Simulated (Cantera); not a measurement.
Input: 1 mol SiH4, 1.5 mol H2, held at 975 °C and 37.0 mbar.

Cantera equilibrium calculation (NASA polynomials, part measured and part estimated; ideal gas, pure solids and liquids). Candidate condensed phases: Si; 9 gas species. Rates play no part.

Base state: H2 1.000 (mole fractions); condensed: Si(s).

Problem. What changes in the equilibrium state with this change: 1.3 mol CO2 added?

Solution. 
| species | before | after |
|---|---|---|
| H2 | 1.000 | 0.853 |
| CO | 0 | 0.146 |
| CH4 | 0 | 0.000300 |
| H2O | 0 | 7.09e-5 |
| Si(s), mol | 1.00 | 0 |
| C(graphite), mol | 0 | 0.699 |
| SiO2(β-quartz), mol | 0 | 1.00 |
The tables hold silica as quartz up to 1696 K and as liquid above; real silica turns to tridymite and cristobalite and melts near 1996 K. Further candidate phases: C, C6H6, C7H8, C8H18, H2O, SiC, SiO2.
